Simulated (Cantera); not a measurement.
Standard-state values (1 bar) from the NASA 1993 polynomials, evaluated with Cantera. Values are per mole of reaction as written; species without (g) are pure solids or liquids, kept so even where they would boil at 1 bar.

Q: Between 300 and 1300 K, where is each reaction favourable under standard conditions?
- 3 Cs + 3 HCl(g) + N(g) → NH3(g) + 3 CsCl

A: 
- 3 Cs + 3 HCl(g) + N(g) → NH3(g) + 3 CsCl: ΔG° is -1428 kJ at 300 K and -977 kJ at 1300 K; it stays negative (K > 1). ΔH° is -1474 kJ and ΔS° -382 J/K at 1300 K.
